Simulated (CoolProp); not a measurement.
Saturation properties of n-heptane (Tc = 268.1 °C, pc = 2.774 MPa, ω = 0.349).

The numbers come from the reference Helmholtz-energy equation of state, Span 2003 in CoolProp. It is a short technical equation, of lower accuracy than the large ones.

| T (°C) | p (MPa) | liquid density (kg/m³) | enthalpy of vaporisation (kJ/kg) | liquid cp (kJ/(kg K)) | vapour viscosity (µPa s) | liquid conductivity (mW/(m K)) |
|---|---|---|---|---|---|---|
| 88.15 | 0.07426 | 623.8 | 324.2 | 2.509 | 7.02 | 104 |
| 95.65 | 0.09344 | 616.8 | 318.9 | 2.545 | 7.16 | 102 |
| 103.25 | 0.1166 | 609.6 | 313.3 | 2.582 | 7.31 | 100.0 |
| 110.75 | 0.1437 | 602.2 | 307.7 | 2.619 | 7.45 | 98.0 |
| 118.35 | 0.1759 | 594.7 | 301.9 | 2.657 | 7.60 | 96.0 |
| 125.85 | 0.2129 | 587.1 | 295.9 | 2.696 | 7.75 | 94.1 |
| 133.35 | 0.2556 | 579.2 | 289.7 | 2.735 | 7.91 | 92.2 |
| 140.95 | 0.3052 | 571.1 | 283.2 | 2.777 | 8.07 | 90.4 |
| 148.45 | 0.3610 | 562.8 | 276.5 | 2.819 | 8.25 | 88.5 |
| 156.05 | 0.4252 | 554.1 | 269.4 | 2.863 | 8.43 | 86.7 |
| 163.55 | 0.4966 | 545.3 | 262.1 | 2.909 | 8.63 | 84.9 |
| 171.15 | 0.5778 | 536.0 | 254.3 | 2.959 | 8.86 | 83.2 |
| 178.65 | 0.6675 | 526.4 | 246.2 | 3.010 | 9.10 | 81.4 |
| 186.25 | 0.7686 | 516.1 | 237.5 | 3.067 | 9.37 | 79.7 |
| 193.75 | 0.8793 | 505.5 | 228.3 | 3.129 | 9.68 | 77.9 |

It boils at 98.4 °C under 1 atm.

Viscosity comes from a separate model (Michailidou 2014). Thermal conductivity comes from a separate model (Assael 2013).
